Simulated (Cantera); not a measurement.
Transport properties of process gases

Gas mixture: 78.6 % N₂O, 21.4 % H₂O, at 1.05 Torr, frozen composition.

Cantera's kinetic-theory transport with the Lennard-Jones parameters of GRI-Mech 3.0, ideal gas; thermal conductivity in the mixture-averaged form. Polar gases are described roughly by these parameters.

```csv
T (K),ρ (kg/m³),cp (J/kg/K),μ (µPa s),λ (mW/m/K),Pr,D (cm²/s) C₂H₂,D (cm²/s) H,D (cm²/s) O
400,0.00162,1064,18.7,27.6,0.722,163,1280,329
500,0.00129,1134,22.9,36.0,0.720,246,1910,487
600,0.00108,1193,26.7,44.3,0.718,343,2650,669
700,0.000925,1244,30.2,52.6,0.715,452,3470,872
800,0.000809,1288,33.6,60.7,0.713,572,4380,1100
900,0.000719,1326,36.8,68.7,0.710,702,5370,1340
1000,0.000647,1359,39.8,76.5,0.708,842,6430,1600
```
D: mixture-averaged diffusion coefficient of that species in the mixture.
